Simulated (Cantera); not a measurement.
Charge: 1 mol SiH2Cl2, 1.4 mol H2O, 73 mol N2, 2.1 mol O2, held at 1523 K and 13.3 mbar.

These are equilibrium values from Cantera (NASA tables, ideal gas, pure condensed phases), not measurements of a reactor. Candidate condensed phases: H2O, NH4Cl, Si, SiO2, Si2N2O, Si3N4; 47 gas species. The tables hold silica as quartz up to 1696 K and as liquid above; real silica turns to tridymite and cristobalite and melts near 1996 K. Rates play no part.

Base state: N2 0.941, HCl 0.0238, H2O 0.0190, O2 0.0135, Cl 0.00200, NO 0.000378, OH 6.16e-5, Cl2 1.15e-5 (mole fractions); condensed: SiO2(β-quartz).

Question: What changes in the equilibrium state with this change: O2 from 2.1 to 0.24 mol?

Answer: 
```json
[
 {"species": "N2", "before": "0.941", "after": "0.954"},
 {"species": "HCl", "before": "0.0238", "after": "0.0260"},
 {"species": "H2", "before": "3.64e-6", "after": "0.0184"},
 {"species": "H2O", "before": "0.0190", "after": "3.47e-6"},
 {"species": "O2", "before": "0.0135", "after": "<1e-9"},
 {"species": "SiO", "before": "<1e-9", "after": "0.00131"},
 {"species": "NO", "before": "0.000378", "after": "<1e-9"},
 {"species": "OH", "before": "6.16e-5", "after": "<1e-9"},
 {"species": "SiO2(β-quartz), mol", "before": "1.00", "after": "0.888"},
 {"species": "Si2N2O(s), mol", "before": "0", "after": "0.00342"}
]
```
Mutual solubility and eutectic melting of coexisting phases are not modelled.

Question: What changes in the equilibrium state with this change: pressure from 13.3 mbar to 2.90 mbar?

Answer: 
```
species                before     after
-------------------  --------  --------
N2                      0.941     0.941
HCl                    0.0238    0.0230
H2O                    0.0190    0.0194
Cl                    0.00200   0.00280
O2                     0.0135    0.0133
Cl2                   1.15e-5   4.90e-6
O                     5.55e-6   1.18e-5
OH                    6.16e-5   9.07e-5
NO                   0.000378  0.000376
SiO2(β-quartz), mol      1.00      1.00
```
